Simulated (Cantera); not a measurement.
An adiabatic, constant-pressure homogeneous reactor starts with 5.45 % CH₄, 19.8 % O₂, 74.7 % N₂, equivalence ratio 0.55, at 1698 K and 1.00 atm.

Model: GRI-Mech 3.0 (53 species, 325 reactions), integrated in Cantera.

One state of this run: T (K) = 2552; x CH₄ = <1e-12; x O₂ = 0.0873; x H₂ = 0.00386; x CH₂ = <1e-12; x HCN = 6.65e-12; x N₂O = 6.05e-7; x CO = 0.0113. x: mole fraction; the columns are a selection and need not sum to one.

Q: Which value of t (s) does it belong to?
A. 0.0169
B. 4.00e-6
C. 0.000473
D. 0.00514

A: C, 0.000473
